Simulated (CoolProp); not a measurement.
A simple Rankine cycle with cyclopentane: condensing at 290.15 K, boiler at 0.361 MPa, turbine inlet 372.1 K, turbine efficiency 0.65, pump efficiency 0.6, no recuperator. Each further row changes one setting.

Model: reference Helmholtz-energy equation of state, Gedanitz 2015, in CoolProp.

```json
[
 {"case": "as stated", "thermal efficiency (%)": "11.8", "net work (kJ/kg)": "60.3", "heat in (kJ/kg)": "512", "turbine exit temperature (K)": "322.2", "volume ratio over the turbine": "11.0"},
 {"case": "turbine inlet 392.1 K", "thermal efficiency (%)": "11.8", "net work (kJ/kg)": "64.5", "heat in (kJ/kg)": "546", "turbine exit temperature (K)": "343.6", "volume ratio over the turbine": "11.0"},
 {"case": "condensing temperature 282.15 K", "thermal efficiency (%)": "12.9", "net work (kJ/kg)": "67.9", "heat in (kJ/kg)": "526", "turbine exit temperature (K)": "316.0", "volume ratio over the turbine": "15.3"},
 {"case": "boiler pressure 0.253 MPa", "thermal efficiency (%)": "10.3", "net work (kJ/kg)": "53.2", "heat in (kJ/kg)": "516", "turbine exit temperature (K)": "330.4", "volume ratio over the turbine": "7.71"},
 {"case": "turbine efficiency 0.55", "thermal efficiency (%)": "9.9", "net work (kJ/kg)": "50.9", "heat in (kJ/kg)": "512", "turbine exit temperature (K)": "329.3", "volume ratio over the turbine": "11.3"}
]
```
